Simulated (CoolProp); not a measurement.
Values from CoolProp's reference Helmholtz-energy equation of state, Thol 2019.

For n-pentane, give the phase and the cv (kJ/(kg K)), viscosity (µPa s), Prandtl number, fugacity coefficient at 509.7 K and 33.7 MPa.


- 509.7 K and 33.7 MPa: supercritical; cv 2.56, viscosity 65.2, Prandtl number 2.07, fugacity coefficient 0.308

Viscosity comes from a separate model (Quiñones-Cisneros 2006), older than the equation that it now runs on, and unchecked against measurements. Thermal conductivity comes from a separate model (Vassiliou 2015).
